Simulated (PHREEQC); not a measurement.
1 kg of water holding 0.24 mol Na2CO3, 0.45 mol NaOH, 0.055 mol Na2SO4 and 0.32 mol NaCl is evaporated at 20 °C; the solids stay in contact with the brine. CO2 from the air is kept out. The run lets Burkeite, Halite, Mirabilite, Nahcolite, Natron, Thenardite, Trona precipitate or redissolve, and no other solid.

Model: Pitzer model, pitzer.dat, run in PHREEQC.

```tsv
water left (kg)	ionic strength	water activity	Halite (mol)	Burkeite (mol)	S in solution (mol/kgw)	C in solution (mol/kgw)
1	1.65	0.963	0	0	0.0550	0.240
0.8219	2.01	0.955	0	0	0.0669	0.292
0.6755	2.45	0.946	0	0	0.0814	0.355
0.5552	2.98	0.933	0	0	0.0991	0.432
0.4563	3.63	0.918	0	0	0.121	0.526
0.375	4.41	0.898	0	0	0.147	0.640
0.3082	5.37	0.872	0	0	0.178	0.779
0.2533	6.53	0.838	0	0	0.217	0.947
0.2082	7.95	0.793	0	0	0.264	1.15
0.1711	9.67	0.733	0	0	0.321	1.40
0.1407	10.9	0.674	0	0.0139	0.193	1.61
0.1156	12.3	0.606	0.0212	0.0237	0.0660	1.87
0.09502	13.6	0.560	0.129	0.0258	0.0356	2.25
0.07809	15.4	0.497	0.212	0.0269	0.0155	2.73
0.06418	17.7	0.412	0.270	0.0273	0.00475	3.31
```

Burkeite from water left = 0.1407 kg (pH 14.97); Halite from water left = 0.1156 kg (pH 15.19).

Species that the database lacks are ignored.
